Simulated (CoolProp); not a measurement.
Vapour-liquid equilibrium of methanol (1) + water (2) at 60.95 °C; x and y are mole fractions of (1).

Model: multi-fluid Helmholtz-energy mixture model, de Reuck 1993 and Wagner 2002; pair parameters Bell 2016, in CoolProp.

```csv
x,bubble pressure (bar),y at the bubble point,dew pressure at overall composition x (bar),liquid density (mol/L)
0.05,0.2679,0.251,0.2181,51.83
0.2,0.4115,0.578,0.2536,44.79
0.35,0.5221,0.716,0.3004,39.07
0.5,0.6132,0.800,0.3661,34.36
0.65,0.6946,0.864,0.4641,30.43
0.8,0.7731,0.922,0.6135,27.12
0.95,0.8529,0.980,0.8116,24.31
```

No azeotrope shows between x = 0.05 and 0.95.

Pair parameters are fitted to limited data, so mixtures are less certain than the pure fluids.
